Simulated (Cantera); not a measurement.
Input: 1 mol Pb, 0.25 mol CO, 20 mol N₂, equilibrated at 1273 K and 100 Torr.

Cantera equilibrium calculation (NASA polynomials, part measured and part estimated; ideal gas, pure solids and liquids). Candidate condensed phases: C, Pb, PbO, PbO₂, Pb₃O₄; 27 gas species. The numbers say what is thermodynamically allowed, not how fast it happens.

Problem. What is the equilibrium state?

Solution. 
```json
{
  "x(N₂)": "0.974",
  "x(Pb)": "0.0138",
  "x(CO)": "0.0122",
  "x(Pb₂)": "1.03e-6",
  "n(Pb(l))": "0.717 mol",
  "gas_amount": "20.53 mol"
}
```
